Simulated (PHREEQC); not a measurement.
Synthetic water in mg/kgw, 70 °C, pH 3.98, pe 9.1:

```csv
constituent,mg/kgw
Na,1960
K,72.7
Ca,77.6
Mg,72.9
Cl,1130
S(6) as SO4,3160
Zn,7.57
Cd,3.44
Li,0.383
Fe(3),14.9
```

Valence states are taken as typed.

Equilibrium calculation in PHREEQC: ion-association model, phreeqc.dat.

Precipitation was switched off in this run.

### Question
Predict the ionic strength, specific conductance, charge-balance error.

### Answer
ionic strength 0.115 mol/kgw; specific conductance 18400 µS/cm; charge-balance error 0.3 %.

### Question
In which forms is Mg present?

### Answer
MgSO4 65 %, Mg+2 35 % of the Mg.

The solution is supersaturated, for example in Jarosite-K, Hematite (slow to form), so a real one may precipitate; this is no full list. Complexes and solids missing from the database can't appear. Away from 25 °C the constants follow the database's enthalpies or fits; those with neither stay at their 25 °C values.
